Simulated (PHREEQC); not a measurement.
A made-up water analysis in mg/L, 30 °C, pH 2.35, pe 12.4: Na 112; K 10.3; Ca 31.6; Mg 21.3; Cl 24.6; S(6) as SO4 783; Mn(2) 0.842; Zn 2.94; Cu(2) 1.48.

Valence states are taken as typed.

The numbers come from PHREEQC with the ion-association model, phreeqc.dat.

The ionic strength is 0.0202 mol/kgw, the specific conductance is 3160 µS/cm and the total alkalinity comes out as -6.88 meq/kg. The charge-balance error comes out as -5.6 %.

| species | molality | activity | log γ |
|---|---|---|---|
| SO4-2 | 0.00570 | 0.00329 | -0.238 |
| H+ | 0.00503 | 0.00447 | -0.051 |
| Na+ | 0.00479 | 0.00418 | -0.060 |
| HSO4- | 0.00184 | 0.00160 | -0.061 |
| Cl- | 0.000695 | 0.000602 | -0.062 |
| Mg+2 | 0.000579 | 0.000342 | -0.228 |
| Ca+2 | 0.000578 | 0.000337 | -0.234 |
| MgSO4 | 0.000298 | 0.000300 | 0.002 |
| K+ | 0.000257 | 0.000223 | -0.062 |

This is a speciation only: nothing precipitates in the calculation.
